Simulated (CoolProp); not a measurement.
CH2F2 (R32) along the isotherm 403.5 K: density (kg/m³) from the reference equation and from simpler models built on Tc = 351.3 K, pc = 5.783 MPa, ω = 0.277; each cubic takes its own stable root.

Computed with CoolProp (reference Helmholtz-energy equation of state, Tillner-Roth 1997).

```tsv
p (MPa)	phase	reference
0.0274	gas	0.4254
0.052	gas	0.8081
0.0986	gas	1.535
0.187	gas	2.922
0.354	gas	5.570
0.672	gas	10.72
1.27	gas	20.79
2.41	gas	41.59
4.58	gas	88.75
8.67	supercritical	224.8
```

Question: How far does each simpler model (ideal gas, van der Waals, Redlich-Kwong) lie from the reference over these 10 states: mean and median of the absolute difference, and the worst?

Answer: 
- ideal gas: mean 8.1 %, median 2.1 %, worst -40.2 % at 403.5 K and 8.67 MPa
- van der Waals: mean 1.1 %, median 0.2 %, worst +8.6 % at 403.5 K and 8.67 MPa
- Redlich-Kwong: mean 0.2 %, median 0.1 %, worst +0.6 % at 403.5 K and 8.67 MPa
